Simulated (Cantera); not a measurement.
Input: 1 mol MgCO3, 0.9 mol O2, 0.54 mol H2S, held at 873.15 K.

Equilibrium computed with Cantera from the NASA thermochemical tables; the gas is ideal and each condensed phase is pure. Candidate condensed phases: C, C6H6, C7H8, C8H18, H2O, H2SO4, Mg, MgCO3, MgO, Mg(OH)2, MgS, MgSO4, S; 130 gas species. Rates play no part.

Q: At 0.0880 bar, list the 3 most abundant gas species with their mole fractions, and the condensed phases.

A: CO2 0.526, H2O 0.284, SO2 0.189. Condensed: MgO(s) + MgSO4(s).
